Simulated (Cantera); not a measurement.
Cantera run:

```python
import numpy as np
import cantera as ct

gas_names = """
    C CH CH2 CH3 CH4 C2 C2H C2H2,acetylene C2H2,vinylidene C2H3,vinyl C2H4 C2H5 C2H6 C3 C3H3,propargyl
    C3H4,allene C3H4,propyne C3H4,cyclo- C3H5,allyl C3H6,propylene C3H6,cyclo- C3H7,n-propyl
    C3H7,i-propyl C3H8 C4 C4H2 C4H4,1,3-cyclo- C4H6,butadiene C4H6,2-butyne C4H6,cyclo- C4H8,1-butene
    C4H8,cis2-buten C4H8,tr2-butene C4H8,isobutene C4H8,cyclo- C4H9,n-butyl C4H9,i-butyl C4H9,s-butyl
    C4H9,t-butyl C4H10,isobutane C4H10,n-butane C5 C5H6,1,3cyclo- C5H8,cyclo- C5H10,1-pentene
    C5H10,cyclo- C5H11,pentyl C5H11,t-pentyl C5H12,n-pentane C5H12,i-pentane CH3C(CH3)2CH3 C6H2
    C6H5,phenyl C6H6 C6H10,cyclo- C6H12,1-hexene C6H12,cyclo- C6H13,n-hexyl C7H7,benzyl C7H8
    C7H14,1-heptene C7H15,n-heptyl C7H16,n-heptane C8H8,styrene C8H10,ethylbenz C8H16,1-octene
    C8H17,n-octyl C8H18,isooctane C8H18,n-octane C9H19,n-nonyl C10H8,naphthale C10H21,n-decyl
    C12H9,o-bipheny C12H10,bipheny H H2 Si SiC SiC2 SiC4H12 SiH SiH2 SiH3 SiH4 Si2 Si2C Si3
""".split()
cond_names = """
    C(gr) C6H6(L) C7H8(L) C8H18(L),n-octa Si(cr) Si(L) SiC(b)
""".split()


def load(file, names, dense=False):
    # The tables refer to 1 bar. Condensed volumes are neglected.
    table = {s.name: s for s in ct.Species.list_from_file(file)}
    out = []
    for n in names:
        d = dict(table[n].input_data)
        d["thermo"] = dict(d["thermo"], **{"reference-pressure": 1e5})
        if dense:
            d["equation-of-state"] = {"model": "constant-volume", "density": "1e6 g/cm^3"}
        out.append(ct.Species.from_dict(d))
    return out


gas = ct.Solution(thermo="ideal-gas", species=load("nasa_gas.yaml", gas_names))
cond = {s.name: ct.Solution(thermo="fixed-stoichiometry", species=[s], name=s.name)
        for s in load("nasa_condensed.yaml", cond_names, dense=True)}
atoms = {
    'Si(CH3)4': {'Si': 1, 'C': 4, 'H': 12},
    'C2H2': {'C': 2, 'H': 2},
    'H2': {'H': 2},
}
top_T = {'C(gr)': 4500, 'SiC(b)': 3050}  # K; cautious upper limits of use, not melting points


def equilibrate(T, P, feed):
    n = {}
    for name, mol in feed.items():
        for a, k in atoms[name].items():
            n[a] = n.get(a, 0.0) + k * mol
    gas.TPX = T, P, n
    mass = sum(n.values()) * gas.mean_molecular_weight
    gas.equilibrate("TP")
    valid = [c for c in cond.values() if c.min_temp <= T <= top_T.get(c.name, c.max_temp)]
    mix = ct.Mixture([(gas, mass / gas.mean_molecular_weight)] + [(c, 0.0) for c in valid])
    mix.T, mix.P = T, P
    mix.equilibrate("TP", solver="vcs", rtol=1e-11, max_steps=5000)
    return mix


results = []
feed = {'Si(CH3)4': 1, 'C2H2': 0.36, 'H2': 330}  # mol
T = 1200  # K
for P in [100, 240, 560, 1300, 3200, 7500, 18000, 42000, 100000]:
    mix = equilibrate(T, P, feed)
    results.append((T, P, feed, dict(zip(mix.species_names, mix.species_moles))))

top = {s: max(r[3][s] / sum(r[3][g] for g in gas_names) for r in results) for s in gas_names}
cols = sorted((s for s in top if top[s] > 0.001), key=lambda s: -top[s])[:8]
seen = [c for c in cond_names if any(r[3].get(c, 0) > 1e-12 for r in results)]
print("log10 of partial pressures in bar; condensed amounts in mol")
print(f"{'P/Pa':>10s}" + "".join(f"{s[:9]:>10s}" for s in cols + seen))
for T, P, feed, n in results:
    ng = sum(n[g] for g in gas_names)
    print(f"{P:10.4g}" + "".join(f"{np.log10(max(n[s] / ng * P / 1e5, 1e-99)):10.3f}" for s in cols)
          + "".join(f"{n.get(c, 0):10.4g}" for c in seen))
```

Result:

```
log10 of partial pressures in bar; condensed amounts in mol
      P/Pa        H2       CH4     C(gr)    SiC(b)
       100    -3.000    -7.801     3.715         1
       240    -2.620    -7.041     3.707         1
       560    -2.252    -6.305      3.69         1
      1300    -1.886    -5.574     3.651         1
      3200    -1.495    -4.792      3.55         1
      7500    -1.125    -4.052     3.323         1
   1.8e+04    -0.746    -3.293     2.771         1
   4.2e+04    -0.380    -2.561     1.531         1
     1e+05    -0.005    -1.951         0         1
```

Method: chemical equilibrium by Gibbs-energy minimisation in Cantera with the NASA 1993 tables (ideal gas, pure condensed phases).
